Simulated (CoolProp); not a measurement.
Vapour-liquid equilibrium of R134a (1) + R124 (2) at 0.0237 MPa; x and y are mole fractions of (1).

Model: multi-fluid Helmholtz-energy mixture model, Tillner-Roth 1994 and de Vries 1995; pair parameters Bell 2016, in CoolProp.

```json
[
 {"x": "0.05", "bubble temperature (°C)": "-43.1", "y at the bubble point": "0.110", "dew temperature at overall composition x (°C)": "-42.5", "liquid density (mol/L)": "11.56"},
 {"x": "0.125", "bubble temperature (°C)": "-44.7", "y at the bubble point": "0.247", "dew temperature at overall composition x (°C)": "-43.3", "liquid density (mol/L)": "11.74"},
 {"x": "0.2", "bubble temperature (°C)": "-46.0", "y at the bubble point": "0.359", "dew temperature at overall composition x (°C)": "-44.2", "liquid density (mol/L)": "11.94"},
 {"x": "0.275", "bubble temperature (°C)": "-47.2", "y at the bubble point": "0.454", "dew temperature at overall composition x (°C)": "-45.0", "liquid density (mol/L)": "12.13"},
 {"x": "0.35", "bubble temperature (°C)": "-48.2", "y at the bubble point": "0.534", "dew temperature at overall composition x (°C)": "-45.9", "liquid density (mol/L)": "12.33"},
 {"x": "0.425", "bubble temperature (°C)": "-49.1", "y at the bubble point": "0.604", "dew temperature at overall composition x (°C)": "-46.9", "liquid density (mol/L)": "12.53"},
 {"x": "0.5", "bubble temperature (°C)": "-49.9", "y at the bubble point": "0.666", "dew temperature at overall composition x (°C)": "-47.8", "liquid density (mol/L)": "12.73"},
 {"x": "0.575", "bubble temperature (°C)": "-50.7", "y at the bubble point": "0.722", "dew temperature at overall composition x (°C)": "-48.8", "liquid density (mol/L)": "12.95"},
 {"x": "0.65", "bubble temperature (°C)": "-51.3", "y at the bubble point": "0.775", "dew temperature at overall composition x (°C)": "-49.7", "liquid density (mol/L)": "13.16"},
 {"x": "0.725", "bubble temperature (°C)": "-51.9", "y at the bubble point": "0.824", "dew temperature at overall composition x (°C)": "-50.7", "liquid density (mol/L)": "13.39"},
 {"x": "0.8", "bubble temperature (°C)": "-52.4", "y at the bubble point": "0.872", "dew temperature at overall composition x (°C)": "-51.6", "liquid density (mol/L)": "13.62"},
 {"x": "0.875", "bubble temperature (°C)": "-52.9", "y at the bubble point": "0.919", "dew temperature at overall composition x (°C)": "-52.5", "liquid density (mol/L)": "13.86"},
 {"x": "0.95", "bubble temperature (°C)": "-53.4", "y at the bubble point": "0.967", "dew temperature at overall composition x (°C)": "-53.2", "liquid density (mol/L)": "14.11"}
]
```

No azeotrope shows between x = 0.05 and 0.95.

Pair parameters are fitted to limited data, so mixtures are less certain than the pure fluids.
